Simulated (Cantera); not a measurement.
## Adiabatic ignition

An adiabatic, constant-pressure homogeneous reactor starts with H₂ : O₂ : N₂ : H₂O = 2 : 0.521 : 1.96 : 0.53 (molar parts), equivalence ratio 1.9, at 1500 K and 10.0 bar.

Detailed kinetics in Cantera: GRI-Mech 3.0 (53 species, 325 reactions). The hydrogen kinetics of GRI-Mech 3.0 are dated; newer H2 mechanisms differ, most at raised pressure.

| t (s) | T (K) | x H₂ | x O₂ | x H₂O | x O | x N₂O | x H₂O₂ | x H |
|---|---|---|---|---|---|---|---|---|
| 8.00e-6 | 2759 | 0.207 | 0.000225 | 0.338 | 0.000322 | 6.40e-8 | 2.41e-7 | 0.0155 |
| 1.86e-5 | 2792 | 0.209 | 0.000125 | 0.341 | 0.000190 | 6.60e-8 | 1.51e-7 | 0.0118 |
| 4.33e-5 | 2793 | 0.209 | 0.000121 | 0.341 | 0.000185 | 6.63e-8 | 1.47e-7 | 0.0116 |
| 0.000101 | 2792 | 0.209 | 0.000121 | 0.341 | 0.000184 | 6.73e-8 | 1.47e-7 | 0.0116 |
| 0.000234 | 2791 | 0.209 | 0.000119 | 0.341 | 0.000182 | 7.13e-8 | 1.46e-7 | 0.0116 |
| 0.000544 | 2790 | 0.209 | 0.000118 | 0.341 | 0.000181 | 7.96e-8 | 1.44e-7 | 0.0115 |
| 0.00126 | 2790 | 0.209 | 0.000118 | 0.341 | 0.000180 | 8.35e-8 | 1.44e-7 | 0.0115 |
| 0.00294 | 2790 | 0.209 | 0.000118 | 0.341 | 0.000180 | 8.36e-8 | 1.44e-7 | 0.0115 |
| 0.00684 | 2790 | 0.209 | 0.000118 | 0.341 | 0.000180 | 8.36e-8 | 1.44e-7 | 0.0115 |
| 0.0159 | 2790 | 0.209 | 0.000118 | 0.341 | 0.000180 | 8.36e-8 | 1.44e-7 | 0.0115 |
| 0.0370 | 2790 | 0.209 | 0.000118 | 0.341 | 0.000180 | 8.36e-8 | 1.44e-7 | 0.0115 |
| 0.0860 | 2790 | 0.209 | 0.000118 | 0.341 | 0.000180 | 8.36e-8 | 1.44e-7 | 0.0115 |
| 0.200 | 2790 | 0.209 | 0.000118 | 0.341 | 0.000180 | 8.36e-8 | 1.44e-7 | 0.0115 |
x: mole fraction; the columns are a selection and need not sum to one.

The time of steepest temperature rise comes out as 2.22 µs and the temperature at 0.200 s comes out as 2790 K. The equilibrium temperature is 2790 K and the x(H₂) at 0.200 s is 0.209 (gas-phase equilibrium 0.209). The x(O₂) at 0.200 s is 0.000118 (gas-phase equilibrium 0.000118) and the x(H₂O) at 0.200 s is 0.341 (gas-phase equilibrium 0.341).
